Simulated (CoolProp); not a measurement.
Toluene along the isotherm 346.85 °C: Z from the reference equation and from simpler models built on Tc = 318.6 °C, pc = 4126 kPa, ω = 0.266; each cubic takes its own stable root.

Computed with CoolProp (reference Helmholtz-energy equation of state, Lemmon 2006). It is a short technical equation, of lower accuracy than the large ones.

```tsv
p (kPa)	phase	reference
130	gas	0.9900
268	gas	0.9793
550	gas	0.9571
1130	gas	0.9094
2320	gas	0.8019
4770	supercritical	0.4980
9790	supercritical	0.3601
20100	supercritical	0.6302
41300	supercritical	1.153
```

Question: How far does each simpler model (van der Waals, Redlich-Kwong, Soave-Redlich-Kwong, Peng-Robinson) lie from the reference over these 9 states: mean and median of the absolute difference, and the worst?

Answer: 
- van der Waals: mean 13.8 %, median 3.1 %, worst +38.0 % at 346.85 °C and 41300 kPa
- Redlich-Kwong: mean 3.9 %, median 0.8 %, worst +15.7 % at 346.85 °C and 9790 kPa
- Soave-Redlich-Kwong: mean 5.2 %, median 1.9 %, worst +18.8 % at 346.85 °C and 9790 kPa
- Peng-Robinson: mean 1.5 %, median 0.4 %, worst +7.8 % at 346.85 °C and 9790 kPa
